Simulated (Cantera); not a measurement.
A perfectly stirred reactor is fed with 33.5 % H2, 14.0 % O2, 52.6 % N2, equivalence ratio 1.2, at 0.790 bar; it is adiabatic with a 625 K inlet, and is followed from long to short residence time, starting on the burning branch (τ in s: 0.43, 0.11, 0.027, 0.0068, 0.0017, 0.00043, 0.00011, 2.7e-05, 6.8e-06).

Computed with Cantera and the H2/O2 subset of GRI-Mech 3.0, which has no nitrogen chemistry.

**Question.** Predict: blow-out, bracketed by the residence times tried; x(H2) at τ = 0.430 s; x(O2) at τ = 0.430 s; x(HO2) at τ = 0.430 s; x(H2O2) at τ = 0.430 s; x(OH) at τ = 0.430 s; x(H2) at τ = 1.70 ms; x(O2) at τ = 1.70 ms; x(HO2) at τ = 1.70 ms; x(H2O2) at τ = 1.70 ms; x(OH) at τ = 1.70 ms.

**Answer.** 
```
Item                                                                          Result
------------------------------------------------  ----------------------------------
blow-out, bracketed by the residence times tried  burning at 27.0 µs, out at 6.80 µs
x(H2) at τ = 0.430 s                                                          0.0674
x(O2) at τ = 0.430 s                                                         0.00143
x(HO2) at τ = 0.430 s                                                        6.23e-7
x(H2O2) at τ = 0.430 s                                                       7.96e-8
x(OH) at τ = 0.430 s                                                         0.00881
x(H2) at τ = 1.70 ms                                                          0.0729
x(O2) at τ = 1.70 ms                                                         0.00529
x(HO2) at τ = 1.70 ms                                                        1.97e-6
x(H2O2) at τ = 1.70 ms                                                       1.47e-7
x(OH) at τ = 1.70 ms                                                          0.0149
```
